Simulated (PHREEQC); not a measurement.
Solution (85 °C): 0.0023 mol/kgw SrCl2, 9e-05 mol/kgw NaHCO3 and 0.017 mol/kgw KCl. Closed to the air; pH follows from the charge balance.

All values are PHREEQC results (Pitzer model, pitzer.dat), not measurements.

```
Item                           Value
--------------------  --------------
pH                              7.30
ionic strength        0.0240 mol/kgw
specific conductance      7500 µS/cm
osmotic coefficient            0.940
total alkalinity       0.0900 meq/kg
```

```csv
species,molality,activity,log γ
Cl-,0.0216,0.0182,-0.074
K+,0.0170,0.0143,-0.074
Sr+2,0.00230,0.00117,-0.294
Na+,9.00e-5,7.61e-5,-0.073
HCO3-,8.21e-5,6.89e-5,-0.076
CO2,7.72e-6,7.73e-6,0.001
OH-,7.57e-6,6.34e-6,-0.077
CO3-2,2.06e-7,9.91e-8,-0.318
H+,5.96e-8,5.05e-8,-0.072
```

Precipitation was switched off in this run. Away from 25 °C the constants follow the database's enthalpies or fits; those with neither stay at their 25 °C values.
